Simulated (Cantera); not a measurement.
Input: 1 mol Si2H6, 6.1 mol O3, 10 mol H2, equilibrated at 1200 K and 0.160 bar.

These are equilibrium values from Cantera (NASA tables, ideal gas, pure condensed phases), not measurements of a reactor. Candidate condensed phases: H2O, Si, SiO2; 18 gas species. The feed counts by its element totals alone. The tables hold silica as quartz up to 1696 K and as liquid above; real silica turns to tridymite and cristobalite and melts near 1996 K. Rates play no part.

Base state: H2O 0.952, O2 0.0476, OH 1.01e-5 (mole fractions); condensed: SiO2(β-quartz).

Problem. What changes in the equilibrium state with this change: H2 from 10 to 17 mol?

Solution. 
```csv
species,before,after
H2O,0.952,0.715
H2,1.39e-7,0.285
OH,1.01e-5,5.28e-9
O2,0.0476,<1e-9
"SiO2(β-quartz), mol",2.00,2.00
```

Problem. What changes in the equilibrium state with this change: O3 from 6.1 to 1.9 mol?

Solution. 
| species | before | after |
|---|---|---|
| H2 | 1.39e-7 | 0.869 |
| H2O | 0.952 | 0.131 |
| O2 | 0.0476 | <1e-9 |
| OH | 1.01e-5 | <1e-9 |
| SiO2(β-quartz), mol | 2.00 | 2.00 |
